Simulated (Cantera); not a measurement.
An isothermal, constant-pressure homogeneous reactor starts with CH₄ : N₂ = 1 : 37 (molar parts), at 1248 K and 1.00 bar.

Computed with Cantera and GRI-Mech 3.0 (53 species, 325 reactions). GRI-Mech 3.0 stops at C3 and has no aromatics, soot or wall deposition, so with more carbon than oxygen in the feed, carbon stays in small species such as C2H2 where larger ones or solid carbon would form.

x: mole fraction; the columns are a selection and need not sum to one.

```json
[
 {"t (s)": "1.00e-5", "x CH₄": "0.0263", "x C₂H₆": "<1e-12", "x HCN": "<1e-12", "x C₂H₂": "<1e-12", "x C₂H₄": "<1e-12", "x H₂": "7.94e-11", "x C₂H": "<1e-12"},
 {"t (s)": "3.40e-5", "x CH₄": "0.0263", "x C₂H₆": "<1e-12", "x HCN": "<1e-12", "x C₂H₂": "<1e-12", "x C₂H₄": "<1e-12", "x H₂": "3.92e-10", "x C₂H": "<1e-12"},
 {"t (s)": "0.000115", "x CH₄": "0.0263", "x C₂H₆": "<1e-12", "x HCN": "<1e-12", "x C₂H₂": "<1e-12", "x C₂H₄": "<1e-12", "x H₂": "1.48e-9", "x C₂H": "<1e-12"},
 {"t (s)": "0.000392", "x CH₄": "0.0263", "x C₂H₆": "<1e-12", "x HCN": "<1e-12", "x C₂H₂": "<1e-12", "x C₂H₄": "<1e-12", "x H₂": "5.16e-9", "x C₂H": "<1e-12"},
 {"t (s)": "0.00133", "x CH₄": "0.0263", "x C₂H₆": "2.48e-11", "x HCN": "<1e-12", "x C₂H₂": "<1e-12", "x C₂H₄": "1.03e-12", "x H₂": "1.77e-8", "x C₂H": "<1e-12"},
 {"t (s)": "0.00452", "x CH₄": "0.0263", "x C₂H₆": "9.50e-10", "x HCN": "<1e-12", "x C₂H₂": "<1e-12", "x C₂H₄": "3.99e-11", "x H₂": "6.03e-8", "x C₂H": "<1e-12"},
 {"t (s)": "0.0153", "x CH₄": "0.0263", "x C₂H₆": "(withheld)", "x HCN": "<1e-12", "x C₂H₂": "<1e-12", "x C₂H₄": "1.32e-9", "x H₂": "2.07e-7", "x C₂H": "<1e-12"},
 {"t (s)": "0.0521", "x CH₄": "0.0263", "x C₂H₆": "(withheld)", "x HCN": "<1e-12", "x C₂H₂": "3.00e-11", "x C₂H₄": "1.94e-8", "x H₂": "7.33e-7", "x C₂H": "<1e-12"},
 {"t (s)": "0.177", "x CH₄": "0.0263", "x C₂H₆": "(withheld)", "x HCN": "<1e-12", "x C₂H₂": "8.69e-10", "x C₂H₄": "1.31e-7", "x H₂": "2.60e-6", "x C₂H": "<1e-12"},
 {"t (s)": "0.601", "x CH₄": "0.0263", "x C₂H₆": "(withheld)", "x HCN": "<1e-12", "x C₂H₂": "2.47e-8", "x C₂H₄": "1.01e-6", "x H₂": "9.72e-6", "x C₂H": "<1e-12"},
 {"t (s)": "2.04", "x CH₄": "0.0263", "x C₂H₆": "(withheld)", "x HCN": "<1e-12", "x C₂H₂": "9.92e-7", "x C₂H₄": "9.72e-6", "x H₂": "4.36e-5", "x C₂H": "<1e-12"},
 {"t (s)": "6.94", "x CH₄": "0.0261", "x C₂H₆": "(withheld)", "x HCN": "<1e-12", "x C₂H₂": "3.03e-5", "x C₂H₄": "5.81e-5", "x H₂": "0.000240", "x C₂H": "<1e-12"},
 {"t (s)": "23.6", "x CH₄": "0.0255", "x C₂H₆": "(withheld)", "x HCN": "<1e-12", "x C₂H₂": "0.000292", "x C₂H₄": "9.74e-5", "x H₂": "0.00110", "x C₂H": "<1e-12"},
 {"t (s)": "80.0", "x CH₄": "0.0237", "x C₂H₆": "(withheld)", "x HCN": "1.28e-12", "x C₂H₂": "0.00115", "x C₂H₄": "9.62e-5", "x H₂": "0.00365", "x C₂H": "<1e-12"}
]
```

Question: Complete the blanks.

Answer: 
- 0.0153, x C₂H₆: 3.07e-8
- 0.0521, x C₂H₆: 4.13e-7
- 0.177, x C₂H₆: 2.00e-6
- 0.601, x C₂H₆: 7.17e-6
- 2.04, x C₂H₆: 2.05e-5
- 6.94, x C₂H₆: 3.20e-5
- 23.6, x C₂H₆: 2.63e-5
- 80.0, x C₂H₆: 1.60e-5
